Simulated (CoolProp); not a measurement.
The numbers come from the reference Helmholtz-energy equation of state, Thol 2017 in CoolProp.

Question: For octamethyltrisiloxane (MDM), give the phase and the Joule-Thomson coefficient (K/MPa) at 513.7 K and 0.0184 MPa; 502 K and 0.0131 MPa.

Answer: 
- 513.7 K and 0.0184 MPa: gas; Joule-Thomson coefficient 11.8
- 502 K and 0.0131 MPa: gas; Joule-Thomson coefficient 12.7
